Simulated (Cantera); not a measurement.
Input (Python, Cantera) and output of one run.

```python
import numpy as np
import cantera as ct

gas_names = """
    Br Br2 N N2 Si SiBr SiBr2 SiBr3 SiBr4 SiN Si2 Si2N Si3
""".split()
cond_names = """
    Br2(cr) Br2(L) Si(cr) Si(L) Si3N4(a)
""".split()


def load(file, names, dense=False):
    # The tables refer to 1 bar. Condensed volumes are neglected.
    table = {s.name: s for s in ct.Species.list_from_file(file)}
    out = []
    for n in names:
        d = dict(table[n].input_data)
        d["thermo"] = dict(d["thermo"], **{"reference-pressure": 1e5})
        if dense:
            d["equation-of-state"] = {"model": "constant-volume", "density": "1e6 g/cm^3"}
        out.append(ct.Species.from_dict(d))
    return out


gas = ct.Solution(thermo="ideal-gas", species=load("nasa_gas.yaml", gas_names))
cond = {s.name: ct.Solution(thermo="fixed-stoichiometry", species=[s], name=s.name)
        for s in load("nasa_condensed.yaml", cond_names, dense=True)}
atoms = {
    'Si': {'Si': 1},
    'Br2': {'Br': 2},
    'N2': {'N': 2},
}
top_T = {'Si3N4(a)': 2400}  # K; cautious upper limits of use, not melting points


def equilibrate(T, P, feed):
    n = {}
    for name, mol in feed.items():
        for a, k in atoms[name].items():
            n[a] = n.get(a, 0.0) + k * mol
    gas.TPX = T, P, n
    mass = sum(n.values()) * gas.mean_molecular_weight
    gas.equilibrate("TP")
    valid = [c for c in cond.values() if c.min_temp <= T <= top_T.get(c.name, c.max_temp)]
    mix = ct.Mixture([(gas, mass / gas.mean_molecular_weight)] + [(c, 0.0) for c in valid])
    mix.T, mix.P = T, P
    mix.equilibrate("TP", solver="vcs", rtol=1e-11, max_steps=5000)
    return mix


results = []
feed = {'Si': 1, 'Br2': 1.5, 'N2': 52}  # mol
P = 99000  # Pa
for T in [1148, 1198, 1248, 1298, 1348, 1398, 1448, 1498, 1548, 1598]:
    mix = equilibrate(T, P, feed)
    results.append((T, P, feed, dict(zip(mix.species_names, mix.species_moles))))
    x = sorted(zip(gas.X, gas.species_names), reverse=True)
    print(f"T = {T:g} K  P = {P:g} Pa  gas = {mix.phase_moles(0):.4g} mol")
    print("   x: " + "  ".join(f"{s} {v:.3e}" for v, s in x if v > 1e-05))
    print("   condensed (mol): " + ("  ".join(f"{mix.phase(i).name} {mix.phase_moles(i):.4g}"
          for i in range(1, mix.n_phases) if mix.phase_moles(i) > 1e-12) or "none"))
```

Result:

```
T = 1148 K  P = 99000 Pa  gas = 52.59 mol
   x: N2 9.857e-01  SiBr4 1.423e-02  Br 3.706e-05  SiBr3 2.423e-05
   condensed (mol): Si3N4(a) 0.08337
T = 1198 K  P = 99000 Pa  gas = 52.59 mol
   x: N2 9.857e-01  SiBr4 1.420e-02  Br 7.286e-05  SiBr3 5.046e-05  SiBr2 1.236e-05
   condensed (mol): Si3N4(a) 0.08335
T = 1248 K  P = 99000 Pa  gas = 52.59 mol
   x: N2 9.856e-01  SiBr4 1.413e-02  Br 1.357e-04  SiBr3 9.879e-05  SiBr2 3.678e-05
   condensed (mol): Si3N4(a) 0.08322
T = 1298 K  P = 99000 Pa  gas = 52.6 mol
   x: N2 9.855e-01  SiBr4 1.401e-02  Br 2.407e-04  SiBr3 1.828e-04  SiBr2 1.002e-04
   condensed (mol): Si3N4(a) 0.08278
T = 1348 K  P = 99000 Pa  gas = 52.61 mol
   x: N2 9.852e-01  SiBr4 1.378e-02  Br 4.088e-04  SiBr3 3.208e-04  SiBr2 2.517e-04  Br2 1.113e-05
   condensed (mol): Si3N4(a) 0.08161
T = 1398 K  P = 99000 Pa  gas = 52.64 mol
   x: N2 9.848e-01  SiBr4 1.338e-02  Br 6.663e-04  SiBr2 5.867e-04  SiBr3 5.345e-04  Br2 1.572e-05
   condensed (mol): Si3N4(a) 0.0789
T = 1448 K  P = 99000 Pa  gas = 52.69 mol
   x: N2 9.841e-01  SiBr4 1.269e-02  SiBr2 1.272e-03  Br 1.044e-03  SiBr3 8.429e-04  Br2 2.140e-05
   condensed (mol): Si3N4(a) 0.07324
T = 1498 K  P = 99000 Pa  gas = 52.77 mol
   x: N2 9.830e-01  SiBr4 1.159e-02  SiBr2 2.558e-03  Br 1.572e-03  SiBr3 1.248e-03  Br2 2.796e-05
   condensed (mol): Si3N4(a) 0.06251
T = 1548 K  P = 99000 Pa  gas = 52.9 mol
   x: N2 9.813e-01  SiBr4 9.938e-03  SiBr2 4.745e-03  Br 2.267e-03  SiBr3 1.710e-03  Br2 3.469e-05
   condensed (mol): Si3N4(a) 0.04425
T = 1598 K  P = 99000 Pa  gas = 53.08 mol
   x: N2 9.790e-01  SiBr2 8.017e-03  SiBr4 7.733e-03  Br 3.112e-03  SiBr3 2.120e-03  Br2 4.026e-05
   condensed (mol): Si3N4(a) 0.01715
```

Method: chemical equilibrium by Gibbs-energy minimisation in Cantera with the NASA 1993 tables (ideal gas, pure condensed phases). N2 is the only nitrogen source here; it is nearly inert below about 1500 K, so the nitride shown seldom forms there in practice. The tables' values for SiBr3 are old estimates; treat these amounts as uncertain.
